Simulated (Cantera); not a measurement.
## Thermodynamics of nitride etching, feed AlN + O2 + N2

Input: 1 mol AlN, 0.38 mol O2, 2.4 mol N2, equilibrated at 0.000340 bar.

Equilibrium computed with Cantera from the NASA thermochemical tables; the gas is ideal and each condensed phase is pure. Candidate condensed phases: Al, AlN, Al2O3; 16 gas species. Mutual solubility and eutectic melting of coexisting phases are not modelled. Equilibrium is a limit: real reactors are often held back by kinetics, nucleation or transport.

From 823 K to 1723 K the condensed part is AlN(s) + Al2O3(s).

```tsv
T (K)	x N2	x Al	x Al2O	x AlO	x Al2	x Al2O2	n AlN(s)	n Al2O3(s)
823	1.00	<1e-12	<1e-12	<1e-12	<1e-12	<1e-12	0.493	0.253
923	1.00	<1e-12	<1e-12	<1e-12	<1e-12	<1e-12	0.493	0.253
1023	1.00	<1e-12	<1e-12	<1e-12	<1e-12	<1e-12	0.493	0.253
1123	1.00	<1e-12	<1e-12	<1e-12	<1e-12	<1e-12	0.493	0.253
1223	1.00	9.03e-11	<1e-12	<1e-12	<1e-12	<1e-12	0.493	0.253
1323	1.00	1.05e-8	6.97e-11	<1e-12	<1e-12	<1e-12	0.493	0.253
1423	1.000	6.21e-7	1.29e-8	4.39e-12	<1e-12	<1e-12	0.493	0.253
1523	1.000	2.13e-5	1.18e-6	2.34e-10	1.23e-12	<1e-12	0.493	0.253
1623	0.999	0.000471	6.12e-5	7.60e-9	2.58e-10	3.22e-11	0.492	0.253
1723	0.991	0.00726	0.00200	1.64e-7	2.92e-8	1.59e-9	0.467	0.252
```
x: gas mole fraction; n: condensed amount in mol.
